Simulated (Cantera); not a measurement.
Feed: 1 mol Si2H6, 0.29 mol HCl, 3.1 mol H2, at 100000 Pa.

These are equilibrium values from Cantera (NASA tables, ideal gas, pure condensed phases), not measurements of a reactor. Candidate condensed phases: Si; 19 gas species. The feed counts by its element totals alone. The tables' values for SiCl3 are old estimates; treat these amounts as uncertain. Rates play no part.

Task: At 850 K, list the 5 most abundant gas species with their mole fractions, and the condensed phases.

Result: H2 0.985, SiHCl3 0.00698, SiCl4 0.00554, HCl 0.00130, SiH2Cl2 0.000774. Condensed: Si(s).
